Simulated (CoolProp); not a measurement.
The fluid at 477.46 K and 4.62 MPa flows at 5.3 m/s in a round tube of 100 mm bore and 15 µm roughness, fully developed (64/Re and Nu = 3.66 if laminar; Colebrook and Gnielinski if turbulent). The same conditions are run with several fluids, on thermodynamics alone (safety and materials aside).

The numbers come from the reference Helmholtz-energy equation of state of each fluid (ammonia: Gao 2020; carbon dioxide: Span 1996; R22: Kamei 1995; oxygen: Schmidt 1985; R407C: Lemmon 2003) in CoolProp. Blends and air are pseudo-pure fits.

| fluid | Reynolds number | Darcy friction factor | pressure drop (Pa/m) | heat-transfer coefficient (W/(m² K)) | mass flow (kg/h) |
|---|---|---|---|---|---|
| ammonia | 670000 | 0.0145 | 44.3 | 615 | 3250 |
| carbon dioxide | 1190000 | [?] | 104 | 577 | 7990 |
| R22 | 2750000 | 0.0134 | 219 | 1080 | [?] |
| oxygen | [?] | [?] | 75.7 | 392 | [?] |
| R407C | 2750000 | 0.0134 | [?] | 1310 | 17200 |

Problem. What belongs in the gaps?

Solution. 
- carbon dioxide, Darcy friction factor: 0.0139
- R22, mass flow (kg/h): 17400
- oxygen, Reynolds number: 648000
- oxygen, Darcy friction factor: 0.0146
- oxygen, mass flow (kg/h): 5540
- R407C, pressure drop (Pa/m): 216

Above 300 K oxygen's equation is extrapolated.

Transport values come from each fluid's own correlations; those of R22 are estimates that may be off by 10 % or more.
